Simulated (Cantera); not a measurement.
An isothermal, constant-pressure homogeneous reactor starts with NO : N₂ = 1 : 1.7 (molar parts), at 2125 K and 62.3 Torr.

Cantera simulation using GRI-Mech 3.0 (53 species, 325 reactions); the numbers are that mechanism's predictions, not measurements.

x: mole fraction; the columns are a selection and need not sum to one.

```
t (s)       x NO      x O₂       x O    x N₂O    x NO₂   x N₂
--------  ------  --------  --------  -------  -------  -----
0.000600   0.370   4.93e-7   2.03e-5  1.64e-5        …  0.630
0.00125    0.370   2.34e-6   4.60e-5  2.98e-5        …  0.630
0.00262    0.370   1.18e-5  0.000108  4.76e-5        …  0.630
0.00548    0.370   6.27e-5  0.000242  6.15e-5        …  0.630
0.0115     0.369  0.000307  0.000444  6.32e-5        …  0.630
0.0240     0.367   0.00114  0.000585  6.03e-5        …  0.631
0.0501     0.363   0.00316  0.000653  5.80e-5        …  0.633
0.105      0.354   0.00763  0.000759  5.40e-5        …  0.637
0.219      0.334    0.0177  0.000952  4.61e-5        …  0.648
0.458      0.288    0.0403   0.00128  3.24e-5  5.22e-5  0.670
0.957      0.199    0.0846   0.00174  1.43e-5  5.14e-5  0.715
2.00      0.0852     0.141   0.00219  2.53e-6        …  0.771
```

**Question.** Complete the blanks.

**Answer.** 
- 0.000600, x NO₂: 6.16e-7
- 0.00125, x NO₂: 1.88e-6
- 0.00262, x NO₂: 5.04e-6
- 0.00548, x NO₂: 1.15e-5
- 0.0115, x NO₂: 1.98e-5
- 0.0240, x NO₂: 2.52e-5
- 0.0501, x NO₂: 2.85e-5
- 0.105, x NO₂: 3.39e-5
- 0.219, x NO₂: 4.26e-5
- 2.00, x NO₂: 2.84e-5
